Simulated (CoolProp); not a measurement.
Sulfur dioxide at 293.15 K and 0.154 MPa is compressed adiabatically to 0.506 MPa with isentropic efficiency 0.9. Each further row changes one setting.

Computed with CoolProp (reference Helmholtz-energy equation of state, Gao 2016).

```json
[
 {"case": "as stated", "work (kJ/kg)": "55.2", "final temperature (K)": "381.9", "final density (kg/m³)": "10.6"},
 {"case": "efficiency 1", "work (kJ/kg)": "49.7", "final temperature (K)": "374.2", "final density (kg/m³)": "10.8"},
 {"case": "efficiency 0.65", "work (kJ/kg)": "76.4", "final temperature (K)": "411.6", "final density (kg/m³)": "9.73"}
]
```
